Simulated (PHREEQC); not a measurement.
Dissolve 16 mmol/kgw MnCl2 at 25 °C. Closed to the air; pH follows from the charge balance.

Computed with PHREEQC (ion-association model, wateq4f.dat).

| quantity | before | after |
|---|---|---|
| pH | 6.34 | 6.69 |
| Mn+2 (mol/kgw) | 0.0151 | 0.00158 |
| MnCl+ (mol/kgw) | 0.000925 | 1.54e-5 |
| MnCl2 (mol/kgw) | 8.42e-6 | 1.85e-8 |
| MnOH+ (mol/kgw) | 5.04e-7 | 1.63e-7 |
| SI of Pyrochroite (Mn(OH)2) | -4.65 | -4.74 |

Q: What was changed between the two runs?
A. 0.0023 mol/kgw CsOH added
B. diluted 5-fold with water
C. MnCl2 from 0.016 to 0.024 mol/kgw
D. diluted 10-fold with water
E. MnCl2 from 0.016 to 0.08 mol/kgw

A: D, diluted 10-fold with water

This is a speciation only: nothing precipitates in the calculation.
